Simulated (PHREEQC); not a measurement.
Dissolve 0.014 mol/kgw CuSO4, 0.00031 mol/kgw HNO3 and 0.0092 mol/kgw KCl at 20 °C. Closed to the air; pH follows from the charge balance.

All values are PHREEQC results (ion-association model, phreeqc.dat), not measurements.

This is a speciation only: nothing precipitates in the calculation.

### Question
Order these Cu species by the share of Cu that they hold, largest first: CuSO4, CuCl+, Cu+2.

### Answer
Cu+2 (70 %), CuSO4 (30 %), CuCl+ (0.65 %)

The pH is 3.72 and the ionic strength 0.0480 mol/kgw.
